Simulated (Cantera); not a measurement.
## Adiabatic ignition

An adiabatic, constant-volume homogeneous reactor starts with CH4 : C2H6 : O2 : N2 : CO2 = 1 : 0.045 : 1.8 : 6.76 : 0.087 (molar parts), at 1448 K and 100000 Pa.

Cantera simulation using GRI-Mech 3.0 (53 species, 325 reactions); the numbers are that mechanism's predictions, not measurements.

| t (s) | T (K) | P (bar) | x CH4 | x C2H6 | x O2 | x NO2 | x H2O |
|---|---|---|---|---|---|---|---|
| 7.00e-6 | 1448 | 1.000 | 0.103 | 0.00463 | 0.186 | <1e-12 | 3.91e-7 |
| 1.74e-5 | 1448 | 1.000 | 0.103 | 0.00462 | 0.186 | <1e-12 | 2.60e-6 |
| 4.33e-5 | 1447 | 1.000 | 0.103 | 0.00458 | 0.186 | <1e-12 | 1.92e-5 |
| 0.000108 | 1448 | 1.000 | 0.103 | 0.00450 | 0.186 | <1e-12 | 0.000157 |
| 0.000267 | 1452 | 1.00 | 0.102 | 0.00435 | 0.185 | <1e-12 | 0.00102 |
| 0.000665 | 1511 | 1.05 | 0.0915 | 0.00366 | 0.176 | 2.11e-12 | 0.0102 |
| 0.00165 | 2908 | 2.17 | <1e-12 | <1e-12 | 0.00975 | 1.52e-6 | 0.152 |
| 0.00411 | 2907 | 2.17 | <1e-12 | <1e-12 | 0.00963 | 1.61e-6 | 0.152 |
| 0.0102 | 2907 | 2.17 | <1e-12 | <1e-12 | 0.00963 | 1.61e-6 | 0.152 |
| 0.0254 | 2907 | 2.17 | <1e-12 | <1e-12 | 0.00963 | 1.61e-6 | 0.152 |
| 0.0632 | 2907 | 2.17 | <1e-12 | <1e-12 | 0.00963 | 1.61e-6 | 0.152 |
| 0.157 | 2907 | 2.17 | <1e-12 | <1e-12 | 0.00963 | 1.61e-6 | 0.152 |
| 0.390 | 2907 | 2.17 | <1e-12 | <1e-12 | 0.00963 | 1.61e-6 | 0.152 |
| 0.971 | 2907 | 2.17 | <1e-12 | <1e-12 | 0.00963 | 1.61e-6 | 0.152 |
| 2.41 | 2907 | 2.17 | <1e-12 | <1e-12 | 0.00963 | 1.61e-6 | 0.152 |
| 6.00 | 2907 | 2.17 | <1e-12 | <1e-12 | 0.00963 | 1.61e-6 | 0.152 |
x: mole fraction; the columns are a selection and need not sum to one.

time of steepest temperature rise: 0.798 ms
temperature at 6.00 s: 2907 K
equilibrium temperature: 2907 K
x(CH4) at 6.00 s: <1e-12 (gas-phase equilibrium <1e-12)
x(C2H6) at 6.00 s: <1e-12 (gas-phase equilibrium <1e-12)
x(O2) at 6.00 s: 0.00963 (gas-phase equilibrium 0.00963)
